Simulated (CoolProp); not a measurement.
Ammonia at several states: fugacity coefficient from the reference equation and from simpler models built on Tc = 405.6 K, pc = 11.36 MPa, ω = 0.256; each cubic takes its own stable root.

Computed with CoolProp (reference Helmholtz-energy equation of state, Gao 2020).

| T (K) | p (MPa) | phase | reference |
|---|---|---|---|
| 545.7 | 0.0145 | gas | 0.9998 |
| 376.5 | 1.16 | gas | 0.9508 |
| 467.3 | 0.144 | gas | 0.9972 |
| 492.1 | 31.9 | supercritical | 0.5830 |
| 703.3 | 0.932 | gas | 0.9966 |

### Question
How far does each simpler model (van der Waals, Redlich-Kwong, Soave-Redlich-Kwong, Peng-Robinson) lie from the reference over these 5 states: mean and median of the absolute difference, and the worst?

### Answer
- van der Waals: mean 1.0 %, median 0.2 %, worst -3.2 % at 492.1 K and 31.9 MPa
- Redlich-Kwong: mean 0.3 %, median 0.1 %, worst -0.7 % at 492.1 K and 31.9 MPa
- Soave-Redlich-Kwong: mean 1.8 %, median 0.1 %, worst +8.4 % at 492.1 K and 31.9 MPa
- Peng-Robinson: mean 0.4 %, median 0.0 %, worst +1.7 % at 492.1 K and 31.9 MPa
